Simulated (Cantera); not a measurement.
Charge: 1 mol SiC, 0.24 mol O₂, 89 mol N₂, 0.26 mol N₂O, equilibrated at 1502 °C and 0.00133 bar.

Method: chemical equilibrium by Gibbs-energy minimisation in Cantera with the NASA 1993 tables (ideal gas, pure condensed phases). Candidate condensed phases: C, Si, SiC, SiO₂, Si₂N₂O, Si₃N₄; 34 gas species. The numbers say what is thermodynamically allowed, not how fast it happens.

Task: What is the equilibrium state?

Result: 
| Quantity | Result |
|---|---|
| x(N₂) | 0.991 |
| x(CO) | 0.00435 |
| x(SiO) | 0.00387 |
| x(Si) | 0.000463 |
| x(SiN) | 8.04e-6 |
| x(Si₂C) | 4.30e-6 |
| x(Si₂N) | 3.74e-6 |
| n(SiC(s)) | 0.608 mol |
| gas amount | 90.04 mol |
| log10 activity of Si(l) (absent) | -0.55 |
| log10 activity of C(graphite) (absent) | -1.12 |
